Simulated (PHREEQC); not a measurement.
PHREEQC input (ion-association model, wateq4f.dat):

```
SOLUTION 1
  temp 25
  units mol/kgw
  pH 7 charge
  S(6) 0.022
  Na 0.044
END
SELECTED_OUTPUT 1
  -reset false
  -pH true
  -pe true
  -ionic_strength true
  -water true
  -totals Ca Cl F Na S S(-2) S(6)
  -molalities H+ Ca+2 Cl- F- Na+ SO4-2 CaSO4 NaSO4- CaOH+ HSO4-
    H2S HS- S-2 O2 OH- CaF+ CaHSO4+ HF HF2- H2F2
    NaF
  -equilibrium_phases Fluorite Gypsum Portlandite Halite Mirabilite
PRINT
  -reset false
USE solution 1
REACTION 1
  NaCl 1
  0 0.0417 0.0833 0.125 0.167 0.208 0.25 0.292 0.333 0.375 0.417 0.458 0.5 moles
EQUILIBRIUM_PHASES 1
  Fluorite 0 0.1
  Gypsum 0 0
  Portlandite 0 0
  Halite 0 0
  Mirabilite 0 0
  O2(g) -0.68 10
END
```

Selected output (columns that matter, 13 of 13 rows; NaCl added (mol) added in front):

```
NaCl added (mol)	pH	mu	Ca	Cl	F	Na	m_H+	m_Ca+2	m_Cl-	m_F-	m_Na+	m_SO4-2	m_CaSO4	Fluorite
0	7.1905	0.062795	0.00034353	0	0.00068705	0.044	7.6372e-08	0.00019524	0	0.00067608	0.042173	0.020036	0.00014778	0.099656
0.0417	7.1692	0.10247	0.000357	0.0417	0.00071399	0.0857	8.2158e-08	0.00023287	0.0417	0.00069424	0.082789	0.018985	0.0001236	0.099643
0.0833	7.1544	0.14255	0.00036928	0.0833	0.00073856	0.1273	8.6421e-08	0.00026154	0.0833	0.0007106	0.12357	0.018194	0.00010719	0.099631
0.125	7.1429	0.18302	0.00038042	0.125	0.00076085	0.169	8.9832e-08	0.00028477	0.125	0.00072505	0.16461	0.01755	9.5097e-05	0.09962
0.167	7.1335	0.22396	0.0003906	0.167	0.0007812	0.211	9.27e-08	0.00030433	0.167	0.0007378	0.20604	0.017	8.5695e-05	0.099609
0.208	7.1258	0.26405	0.00039965	0.208	0.0007993	0.252	9.5113e-08	0.00032072	0.208	0.00074872	0.24656	0.016531	7.8345e-05	0.0996
0.25	7.1189	0.30523	0.00040813	0.25	0.00081626	0.294	9.7292e-08	0.00033538	0.25	0.00075855	0.28812	0.016103	7.2154e-05	0.099592
0.292	7.1129	0.34648	0.00041591	0.292	0.00083183	0.336	9.9241e-08	0.00034834	0.292	0.00076719	0.32972	0.015716	6.6968e-05	0.099584
0.333	7.1076	0.38681	0.00042292	0.333	0.00084584	0.377	1.0097e-07	0.00035966	0.333	0.00077462	0.37036	0.015369	6.2647e-05	0.099577
0.375	7.1026	0.42818	0.00042956	0.375	0.00085911	0.419	1.0259e-07	0.00037012	0.375	0.00078133	0.41202	0.015042	5.8817e-05	0.09957
0.417	7.0981	0.46959	0.00043571	0.417	0.00087142	0.461	1.0409e-07	0.00037961	0.417	0.00078723	0.45371	0.014738	5.5469e-05	0.099564
0.458	7.094	0.51005	0.00044129	0.458	0.00088258	0.502	1.0545e-07	0.00038808	0.458	0.0007923	0.49442	0.014459	5.258e-05	0.099559
0.5	7.0902	0.55153	0.00044662	0.5	0.00089323	0.544	1.0675e-07	0.00039604	0.5	0.00079685	0.53615	0.014191	4.9941e-05	0.099553
```
